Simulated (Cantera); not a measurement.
A closed system holds: 1 mol CH3SiH3, 0.011 mol CH4, 12 mol H2, equilibrated at 0.0130 bar.

Equilibrium computed with Cantera from the NASA thermochemical tables; the gas is ideal and each condensed phase is pure. Candidate condensed phases: C, C6H6, C7H8, C8H18, Si, SiC; 87 gas species. The feed counts by its element totals alone. Gases not in the tables: Si2H6 and higher silanes. Rates play no part.

x: gas mole fraction; n: condensed amount in mol.

```tsv
T (K)	x H2	x H	x Si	x C2H2 (acetylene)	x SiC2	x Si2C	x SiH	n SiC(s)	n C(graphite)
2075	0.975	0.0231	0.000715	0.000747	2.55e-5	2.66e-5	4.61e-5	0.987	0
2100	0.971	0.0269	0.00100	0.000897	4.12e-5	4.09e-5	6.10e-5	0.982	0
2125	0.966	0.0313	0.00138	0.00109	6.64e-5	6.18e-5	7.94e-5	0.974	0
2150	0.960	0.0362	0.00187	0.00134	0.000107	9.18e-5	0.000102	0.965	0
2175	0.954	0.0418	0.00249	0.00166	0.000170	0.000134	0.000129	0.952	0
2200	0.946	0.0480	0.00330	0.00206	0.000270	0.000194	0.000162	0.936	0
2225	0.937	0.0550	0.00433	0.00256	0.000424	0.000276	0.000201	0.914	0
2250	0.927	0.0627	0.00567	0.00310	0.000656	0.000393	0.000251	0.884	0.00287
2275	0.916	0.0713	0.00767	0.00349	0.000970	0.000576	0.000321	0.840	0.0213
2300	0.902	0.0806	0.0103	0.00390	0.00142	0.000836	0.000409	0.779	0.0485
2325	0.887	0.0909	0.0137	0.00434	0.00206	0.00120	0.000518	[?]	0.0875
2350	0.869	0.102	0.0182	0.00480	0.00297	0.00172	0.000651	[?]	0.142
2375	0.849	0.114	0.0240	0.00527	0.00425	0.00244	0.000812	[?]	0.218
```

Question: What belongs in the gaps?

Answer: 
- 2325, n SiC(s): 0.697
- 2350, n SiC(s): 0.587
- 2375, n SiC(s): 0.437
